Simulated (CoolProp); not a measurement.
Vapour-liquid equilibrium of ethanol (1) + n-decane (2) at 168.15 °C; x and y are mole fractions of (1).

Model: multi-fluid Helmholtz-energy mixture model, Schroeder 2014 and Lemmon 2006; pair parameters Bell 2016, in CoolProp.

### Question
Give the bubble pressure and the first vapour's composition at x = 0.55, 0.85, 0.95. Is there an azeotrope?

### Answer
x = 0.55: 1.073 MPa, y = 0.918; x = 0.85: 1.335 MPa, y = 0.961; x = 0.95: 1.456 MPa, y = 0.986. No azeotrope shows between x = 0.05 and 0.95.

Pair parameters are fitted to limited data, so mixtures are less certain than the pure fluids. With so large a gap from Raoult's law the liquid may split in two, which this calculation doesn't test in full.
